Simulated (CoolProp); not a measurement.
A single-stage vapour-compression cycle with dimethyl ether: evaporating at 246.15 K (dew point), condensing at 305.15 K (bubble point), superheat 5 K, subcooling 0 K, compressor efficiency 0.8, no pressure losses. Each further row changes one setting.

Computed with CoolProp (reference Helmholtz-energy equation of state, Wu 2011).

```json
[
 {"case": "as stated", "cooling COP": "2.65", "pressure ratio": "7.82", "discharge temperature (K)": "347.6", "refrigerating effect (kJ/kg)": "336", "volumetric capacity (kJ/m³)": "705"},
 {"case": "evaporating temperature 251.15 K", "cooling COP": "3.01", "pressure ratio": "6.29", "discharge temperature (K)": "343.0", "refrigerating effect (kJ/kg)": "342", "volumetric capacity (kJ/m³)": "877"},
 {"case": "condensing temperature 300.15 K", "cooling COP": "2.97", "pressure ratio": "6.80", "discharge temperature (K)": "340.7", "refrigerating effect (kJ/kg)": "349", "volumetric capacity (kJ/m³)": "730"},
 {"case": "subcooling 5 K", "cooling COP": "2.74", "pressure ratio": "7.82", "discharge temperature (K)": "347.6", "refrigerating effect (kJ/kg)": "349", "volumetric capacity (kJ/m³)": "730"},
 {"case": "superheat 15 K", "cooling COP": "2.64", "pressure ratio": "7.82", "discharge temperature (K)": "358.8", "refrigerating effect (kJ/kg)": "350", "volumetric capacity (kJ/m³)": "702"},
 {"case": "compressor efficiency 0.7", "cooling COP": "2.32", "pressure ratio": "7.82", "discharge temperature (K)": "358.1", "refrigerating effect (kJ/kg)": "336", "volumetric capacity (kJ/m³)": "705"}
]
```
